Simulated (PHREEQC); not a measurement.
PHREEQC input (ion-association model, wateq4f.dat):

```
SOLUTION_MASTER_SPECIES
  An  An-  0  An  62.0  # stands for a non-complexing anion
SOLUTION_SPECIES
  An- = An-
    -log_k 0
    -gamma 3.0 0
PHASES
  Fix_H+
    H+ = H+
    -log_k 0
SOLUTION 1
  temp 25
  units mmol/kgw
  pH 7 charge
  As(5) 0.22
  Na 50.4405
  S(6) 0.00026
  An 50
END
SELECTED_OUTPUT 1
  -reset false
  -pH true
  -pe true
  -ionic_strength true
  -water true
  -totals As Na S As(3) As(5) S(-2) S(6)
  -molalities Hfo_wOH Hfo_wOH2+ Hfo_wO- Hfo_sOH Hfo_sOH2+ Hfo_sO- Hfo_wH2AsO4 Hfo_wHAsO4- Hfo_wOHAsO4-3 Hfo_wSO4-
    Hfo_wOHSO4-2
  -saturation_indices Mirabilite
USER_PUNCH 1
  -headings sigma psi
  10 PUNCH EDL("sigma", "Hfo"), EDL("psi", "Hfo")
PRINT
  -reset false
USE solution 1
SURFACE 1
  Hfo_wOH 0.000179775 600 0.08
  Hfo_sOH 4.49438e-06
EQUILIBRIUM_PHASES 1
  Fix_H+ -4 HAn 10
    -force_equality true
  O2(g) -0.68 10
END
# ... the last block is repeated for the other 16 points of pH, with NaOH or the acid as the point needs
```

Selected output (columns that matter, 17 of 17 rows; pH added in front):

```
pH	mu	As	Na	S	m_Hfo_wOH	m_Hfo_wOH2+	m_Hfo_wO-	m_Hfo_sOH	m_Hfo_sOH2+	m_Hfo_sO-	m_Hfo_wH2AsO4	si_Mirabilite	sigma	psi
4	0.050562	4.9296e-05	0.05044	2.5997e-07	1.3686e-08	9.0573e-06	4.7373e-13	6.7808e-09	4.4876e-06	2.3472e-13	0.0001646	-8.6291	0.014956	0.02776
4.38	0.050492	5.1434e-05	0.05044	2.5998e-07	3e-08	1.118e-05	1.8443e-12	1.2028e-08	4.4823e-06	7.3945e-13	0.00015815	-8.6276	0.010542	0.020036
4.75	0.050463	5.4597e-05	0.05044	2.5999e-07	6.2583e-08	1.431e-05	6.2701e-12	1.957e-08	4.4748e-06	1.9607e-12	0.00014937	-8.627	0.0055261	0.010697
5.12	0.05045	5.8958e-05	0.05044	2.5999e-07	1.265e-07	1.8606e-05	1.9701e-11	3.0349e-08	4.464e-06	4.7268e-12	0.00013801	-8.6268	7.3423e-05	0.00014317
5.5	0.050445	6.4745e-05	0.05044	2.6e-07	2.5295e-07	2.4267e-05	6.0401e-11	4.6363e-08	4.448e-06	1.1071e-11	0.00012362	-8.6266	-0.0058719	-0.011357
5.88	0.050445	7.1874e-05	0.05044	2.6e-07	4.9586e-07	3.1153e-05	1.808e-10	7.0414e-08	4.4239e-06	2.5675e-11	0.00010651	-8.6266	-0.012171	-0.022961
6.25	0.050451	8.0129e-05	0.05044	2.6e-07	9.5442e-07	3.8949e-05	5.3577e-10	1.075e-07	4.3868e-06	6.0344e-11	8.7325e-05	-8.6266	-0.018589	-0.033764
6.62	0.050465	8.9702e-05	0.05044	2.6e-07	1.8825e-06	4.7593e-05	1.7057e-09	1.71e-07	4.3232e-06	1.5494e-10	6.608e-05	-8.6266	-0.024969	-0.043351
7	0.050489	0.00010063	0.05044	2.6e-07	3.9513e-06	5.6449e-05	6.336e-09	2.9398e-07	4.1999e-06	4.7141e-10	4.3834e-05	-8.6267	-0.030808	-0.051165
7.38	0.050516	0.00011212	0.05044	2.6e-07	8.5539e-06	6.3312e-05	2.6476e-08	5.3475e-07	3.958e-06	1.6552e-09	2.4789e-05	-8.6268	-0.035415	-0.056749
7.75	0.05054	0.00012479	0.05044	2.6e-07	1.7779e-05	6.6681e-05	1.086e-07	9.4488e-07	3.5437e-06	5.7716e-09	1.2177e-05	-8.6269	-0.039361	-0.061172
8.12	0.050563	0.00014171	0.05044	2.6e-07	3.3841e-05	6.7254e-05	3.901e-07	1.4987e-06	2.9784e-06	1.7276e-08	5.154e-06	-8.627	-0.044751	-0.066744
8.5	0.050586	0.000162	0.05044	2.6e-07	5.6649e-05	6.3979e-05	1.1491e-06	2.0907e-06	2.3612e-06	4.2408e-08	1.7709e-06	-8.627	-0.053382	-0.074705
8.88	0.050603	0.00017888	0.05044	2.6e-07	8.1021e-05	5.4891e-05	2.7396e-06	2.6263e-06	1.7793e-06	8.8804e-08	4.9171e-07	-8.6271	-0.065176	-0.084055
9.25	0.050615	0.00018946	0.050442	2.6e-07	0.00010134	4.2335e-05	5.5574e-06	3.052e-06	1.275e-06	1.6737e-07	1.1852e-07	-8.6271	-0.07932	-0.09352
9.62	0.050677	0.00019587	0.050496	2.6e-07	0.00011569	2.9593e-05	1.0362e-05	3.3407e-06	8.5451e-07	2.9919e-07	2.5154e-08	-8.6264	-0.095868	-0.10281
10	0.050788	0.00020035	0.050593	2.6e-07	0.00012292	1.8676e-05	1.8533e-05	3.45e-06	5.2419e-07	5.2018e-07	4.595e-09	-8.6252	-0.1152	-0.1119
```
